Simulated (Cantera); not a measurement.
Premixed flame

A freely propagating, adiabatic, planar premixed flame of 51.2 % H2, 10.2 % O2, 38.5 % N2, unburnt at 675 K and 20000 Pa; mixture-averaged transport, grid criteria slope 0.08 and curve 0.16, no radiation.

Model: the H2/O2 subset of GRI-Mech 3.0, which has no nitrogen chemistry, integrated in Cantera. Burning velocities carry a grid error of a few per cent, more on coarse grids.

| z (mm) | T (K) | u (m/s) | x H2 | x O2 | x H2O2 | x H2O | x HO2 | x H |
|---|---|---|---|---|---|---|---|---|
| -12.0 | 675 | 8.87 | 0.512 | 0.102 | <1e-8 | <1e-8 | <1e-8 | <1e-8 |
| -8.01 | 675 | 8.87 | 0.512 | 0.102 | <1e-8 | <1e-8 | <1e-8 | <1e-8 |
| -6.01 | 675 | 8.87 | 0.512 | 0.102 | <1e-8 | <1e-8 | 1.95e-8 | 1.06e-8 |
| -4.00 | 675 | 8.87 | 0.512 | 0.102 | <1e-8 | 1.99e-7 | 1.37e-6 | 1.55e-6 |
| -2.00 | 688 | 9.03 | 0.510 | 0.102 | 2.56e-7 | 0.000901 | 4.17e-5 | 0.000939 |
| -1.00 | 805 | 10.4 | 0.484 | 0.0978 | 2.04e-7 | 0.0130 | 2.96e-5 | 0.0141 |
| 0 | 1137 | 14.4 | 0.350 | 0.0512 | 2.26e-7 | 0.109 | 1.21e-5 | 0.0859 |
| 1.00 | 1354 | 17.1 | 0.264 | 0.00444 | 9.89e-8 | 0.202 | 1.04e-6 | 0.125 |
| 2.00 | 1436 | 18.0 | 0.263 | 0.000559 | 8.25e-8 | 0.211 | 1.22e-7 | 0.119 |
| 4.00 | 1533 | 19.1 | 0.272 | 0.000316 | 7.94e-8 | 0.212 | 6.44e-8 | 0.106 |
| 8.01 | 1644 | 20.3 | 0.282 | 0.000268 | 6.35e-8 | 0.214 | 5.10e-8 | 0.0897 |
| 16.0 | 1763 | 21.6 | 0.294 | 0.000201 | 4.12e-8 | 0.216 | 3.76e-8 | 0.0721 |
| 32.0 | 1878 | 22.8 | 0.305 | 0.000131 | 2.29e-8 | 0.219 | 2.59e-8 | 0.0549 |
x: mole fraction of selected species; z is measured from the peak of heat release.

| Item | Value |
|---|---|
| laminar burning velocity | 887 cm/s |
| thermal thickness | 4.00 mm |
| peak x(H2O2) | 2.96e-7 |
| peak x(HO2) | 4.19e-5 |
| peak x(H) | 0.125 |
| grid points | 137 |
